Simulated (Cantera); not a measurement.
Input (Python, Cantera) and output of one run.

```python
import numpy as np
import cantera as ct

gas_names = """
    CL CLO CL2 O O2 O3 Si SiCL SiCL2 SiCL3 SiCL4 SiO SiO2 Si2 Si3
""".split()
cond_names = """
    Si(cr) Si(L) SiO2(Lqz) SiO2(hqz) SiO2(L)
""".split()


# ... load() reads the species with a 1 bar reference pressure and builds the phases ...
atoms = {
    'SiCl4': {'Si': 1, 'CL': 4},
    'O3': {'O': 3},
}
top_T = {}  # K; cautious upper limits of use, not melting points


# ... equilibrate(T, P, feed) seeds the gas with the atoms and calls Mixture.equilibrate('TP', solver="vcs", rtol=1e-11, max_steps=5000) ...
results = []
feed = {'SiCl4': 1, 'O3': 0.27}  # mol
T = 500  # K
P = 440  # Pa
mix = equilibrate(T, P, feed)
results.append((T, P, feed, dict(zip(mix.species_names, mix.species_moles))))
x = sorted(zip(gas.X, gas.species_names), reverse=True)
print(f"T = {T:g} K  P = {P:g} Pa  gas = {mix.phase_moles(0):.4g} mol")
print("   x: " + "  ".join(f"{s} {v:.3e}" for v, s in x if v > 0.001))
print("   condensed (mol): " + ("  ".join(f"{mix.phase(i).name} {mix.phase_moles(i):.4g}"
      for i in range(1, mix.n_phases) if mix.phase_moles(i) > 1e-12) or "none"))
```

Output:

```
T = 500 K  P = 440 Pa  gas = 1.405 mol
   x: CL2 5.765e-01  SiCL4 4.235e-01
   condensed (mol): SiO2(Lqz) 0.405
```

Cantera equilibrium calculation (NASA polynomials, part measured and part estimated; ideal gas, pure solids and liquids).
